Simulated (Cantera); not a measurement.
Input: 1 mol (CH3)2SiCl2, 0.33 mol C2H2, 42 mol H2, 0.011 mol C3H8, equilibrated at 13300 Pa.

Cantera equilibrium calculation (NASA polynomials, part measured and part estimated; ideal gas, pure solids and liquids). Candidate condensed phases: C, C6H6, C7H8, C8H18, Si, SiC; 109 gas species. The feed counts by its element totals alone. The tables' values for SiCl are old estimates; treat these amounts as uncertain. Gases not in the tables: Si2H6 and higher silanes. Kinetics and transport are ignored.

log p: log10 of the partial pressure in bar; n: condensed amount in mol.

| T (K) | log p H2 | log p HCl | log p H | log p C2H2 (acetylene) | n C(graphite) | n SiC(s) |
|---|---|---|---|---|---|---|
| 1775 | -0.89 | -2.24 | -3.99 | -4.74 | 1.68 | 0.994 |
| 1825 | -0.89 | -2.24 | -3.80 | -4.56 | 1.68 | 0.993 |
| 1875 | -0.90 | -2.24 | ___ | ___ | 1.67 | 0.991 |
| 1925 | -0.90 | -2.25 | ___ | ___ | 1.66 | 0.990 |
| 1975 | -0.90 | -2.25 | -3.31 | -4.08 | 1.64 | 0.988 |
| 2025 | -0.90 | -2.25 | -3.16 | -3.94 | 1.62 | 0.985 |
| 2075 | -0.90 | -2.25 | -3.02 | -3.80 | 1.60 | 0.981 |
| 2125 | -0.90 | -2.25 | -2.89 | -3.68 | 1.57 | 0.976 |
| 2175 | -0.90 | -2.26 | -2.76 | -3.55 | 1.53 | 0.966 |

Question: Complete the blanks.

Answer: 
- 1875, log p H: -3.63
- 1875, log p C2H2 (acetylene): -4.39
- 1925, log p H: -3.47
- 1925, log p C2H2 (acetylene): -4.23
